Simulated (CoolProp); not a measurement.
Hexamethyldisiloxane (MM) along the isotherm 346.85 °C: density (kg/m³) from the reference equation and from simpler models built on Tc = 245.6 °C, pc = 1.931 MPa, ω = 0.418; each cubic takes its own stable root.

Values from CoolProp's reference Helmholtz-energy equation of state, Thol 2016.

```tsv
p (MPa)	phase	reference	ideal gas	van der Waals	Redlich-Kwong	Peng-Robinson
0.0966	gas	3.071	3.043	3.072	3.074	3.074
0.193	gas	6.195	6.079	6.199	6.205	6.203
0.29	gas	9.399	9.135	9.410	9.423	9.417
0.386	gas	12.63	12.16	12.65	12.68	12.66
0.483	gas	15.97	15.21	16.00	16.04	16.01
0.579	gas	19.33	18.24	19.40	19.44	19.40
0.676	gas	22.80	21.29	22.90	22.96	22.89
0.772	gas	26.31	24.32	26.45	26.52	26.43
0.869	gas	29.93	27.37	30.13	30.21	30.07
0.966	gas	33.62	30.43	33.91	33.99	33.80
```
